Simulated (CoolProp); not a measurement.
Saturation properties of chlorine (Tc = 416.9 K, pc = 7642 kPa, ω = 0.070).

The numbers come from the reference Helmholtz-energy equation of state, Thol 2021 in CoolProp.

```json
[
 {"T (K)": "284.5", "p (kPa)": "525.5", "enthalpy of vaporisation (kJ/kg)": "…", "vapour Z": "0.9175"},
 {"T (K)": "289.2", "p (kPa)": "603.7", "enthalpy of vaporisation (kJ/kg)": "254.8", "vapour Z": "0.9094"},
 {"T (K)": "294", "p (kPa)": "692.0", "enthalpy of vaporisation (kJ/kg)": "251.1", "vapour Z": "0.9008"},
 {"T (K)": "298.7", "p (kPa)": "787.4", "enthalpy of vaporisation (kJ/kg)": "247.5", "vapour Z": "0.8918"},
 {"T (K)": "303.5", "p (kPa)": "894.5", "enthalpy of vaporisation (kJ/kg)": "243.7", "vapour Z": "0.8822"},
 {"T (K)": "308.2", "p (kPa)": "1009", "enthalpy of vaporisation (kJ/kg)": "…", "vapour Z": "0.8723"},
 {"T (K)": "312.9", "p (kPa)": "1134", "enthalpy of vaporisation (kJ/kg)": "235.7", "vapour Z": "0.8620"},
 {"T (K)": "317.7", "p (kPa)": "1273", "enthalpy of vaporisation (kJ/kg)": "231.5", "vapour Z": "0.8509"},
 {"T (K)": "322.4", "p (kPa)": "1421", "enthalpy of vaporisation (kJ/kg)": "227.2", "vapour Z": "0.8396"},
 {"T (K)": "327.2", "p (kPa)": "…", "enthalpy of vaporisation (kJ/kg)": "222.6", "vapour Z": "…"},
 {"T (K)": "331.9", "p (kPa)": "1756", "enthalpy of vaporisation (kJ/kg)": "217.9", "vapour Z": "0.8151"},
 {"T (K)": "336.7", "p (kPa)": "…", "enthalpy of vaporisation (kJ/kg)": "213.0", "vapour Z": "0.8019"},
 {"T (K)": "341.4", "p (kPa)": "2144", "enthalpy of vaporisation (kJ/kg)": "207.9", "vapour Z": "0.7884"},
 {"T (K)": "346.2", "p (kPa)": "2362", "enthalpy of vaporisation (kJ/kg)": "202.6", "vapour Z": "0.7740"}
]
```

Q: Fill in the missing entries.

A: 
- 284.5, enthalpy of vaporisation (kJ/kg): 258.2
- 308.2, enthalpy of vaporisation (kJ/kg): 239.8
- 327.2, p (kPa): 1584
- 327.2, vapour Z: 0.8275
- 336.7, p (kPa): 1945

It boils at 239.2 K under 1 atm.
